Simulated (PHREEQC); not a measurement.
Acid mine or pickling water: an equilibrium model

Model water analysis in mmol/kgw, 10 °C, pH 2.66:

```tsv
constituent	mmol/kgw
Na	77.4
K	28.9
Ca	8.5
Mg	9.77
Cl	5.14
S(6)	68.4
B	4.2
```

Valence states are taken as typed.

Computed with PHREEQC (Pitzer model, pitzer.dat).

No solid was allowed to form.

Problem. Predict the specific conductance.

Solution. specific conductance 9350 µS/cm.

Problem. In which forms is S present?

Solution. SO4-2 96 %, HSO4- 4.1 % of the S.

Away from 25 °C the constants follow the database's enthalpies or fits; those with neither stay at their 25 °C values.
